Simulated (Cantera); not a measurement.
What does this Cantera script print?

```python
import numpy as np
import cantera as ct

gas_names = """
    Hg N N2
""".split()
cond_names = """
    Hg(cr) Hg(L)
""".split()


# ... load() reads the species with a 1 bar reference pressure and builds the phases ...
atoms = {
    'Hg': {'Hg': 1},
    'N2': {'N': 2},
}
top_T = {}  # K; cautious upper limits of use, not melting points


# ... equilibrate(T, P, feed) seeds the gas with the atoms and calls Mixture.equilibrate('TP', solver="vcs", rtol=1e-11, max_steps=5000) ...
results = []
feed = {'Hg': 1, 'N2': 1.1}  # mol
T = 723.15  # K
P = 13332.2  # Pa
mix = equilibrate(T, P, feed)
results.append((T, P, feed, dict(zip(mix.species_names, mix.species_moles))))
x = sorted(zip(gas.X, gas.species_names), reverse=True)
print(f"T = {T:g} K  P = {P:g} Pa  gas = {mix.phase_moles(0):.4g} mol")
print("   x: " + "  ".join(f"{s} {v:.3e}" for v, s in x if v > 1e-05))
print("   condensed (mol): " + ("  ".join(f"{mix.phase(i).name} {mix.phase_moles(i):.4g}"
      for i in range(1, mix.n_phases) if mix.phase_moles(i) > 1e-12) or "none"))
```

It prints:

```
T = 723.15 K  P = 13332.2 Pa  gas = 2.1 mol
   x: N2 5.238e-01  Hg 4.762e-01
   condensed (mol): none
```

Equilibrium computed with Cantera from the NASA thermochemical tables; the gas is ideal and each condensed phase is pure.
